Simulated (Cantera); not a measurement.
An isothermal plug-flow reactor at 773 K and 1.00 bar (inlet), inlet velocity 0.27 m/s, active area per volume 9800 1/m; feed CH4 : O2 : N2 : H2O = 0.0025 : 0.12 : 0.79 : 0.0065 (molar parts), equivalence ratio 0.042.

Cantera simulation using Deutschmann's 1995 Pt surface mechanism with GRI-Mech 3.0 gas chemistry; the numbers are that mechanism's predictions, not measurements. Catalytic surfaces can have several steady states; this one follows from the mechanism file's or the stated starting coverage. Mass transfer to the wall is taken as infinitely fast.

Q: What does this change do: inlet velocity 0.27 to 0.059 m/s?

A: 
```tsv
quantity	before	after
x(CH4) at z = 0.05 m	0.00127	7.88e-5
x(O2) at z = 0.05 m	0.128	0.125
x(H2O) at z = 0.05 m	0.00997	0.0124
x(CO2) at z = 0.05 m	0.00145	0.00264
x(CO) at z = 0.05 m	1.33e-7	8.31e-9
θ(free Pt) at the exit	0.0228	0.0229
θ(O*) at the exit	0.975	0.975
θ(OH*) at the exit	0.00184	0.00206
```

Q: What does this change do: O2 0.12 to 0.31 parts?

A: 
```
quantity                 before     after
----------------------  -------  --------
x(CH4) at z = 0.05 m    0.00127   0.00160
x(O2) at z = 0.05 m       0.128     0.278
x(H2O) at z = 0.05 m    0.00997   0.00717
x(CO2) at z = 0.05 m    0.00145  0.000656
x(CO) at z = 0.05 m     1.33e-7   1.50e-7
θ(free Pt) at the exit   0.0228    0.0161
θ(O*) at the exit         0.975     0.983
θ(OH*) at the exit      0.00184   0.00132
```

Q: What does this change do: area per volume 9800 to 14000 1/m?

A: 
```tsv
quantity	before	after
x(CH4) at z = 0.05 m	0.00127	0.000912
x(O2) at z = 0.05 m	0.128	0.127
x(H2O) at z = 0.05 m	0.00997	0.0107
x(CO2) at z = 0.05 m	0.00145	0.00181
x(CO) at z = 0.05 m	1.33e-7	9.56e-8
θ(free Pt) at the exit	0.0228	0.0228
θ(O*) at the exit	0.975	0.975
θ(OH*) at the exit	0.00184	0.00191
```
